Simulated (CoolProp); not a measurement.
Ethylbenzene at 293.15 K and 3.48 MPa is throttled through a valve to 1.81 MPa with no heat exchange. Each further row changes one setting.

The numbers come from the reference Helmholtz-energy equation of state, Zhou 2012 in CoolProp.

| case | temperature change (K) | final density (kg/m³) |
|---|---|---|
| as stated | +0.8 | 867 |
| outlet pressure 0.543 MPa | +1.4 | 866 |
| outlet pressure 2.35 MPa | +0.5 | 868 |
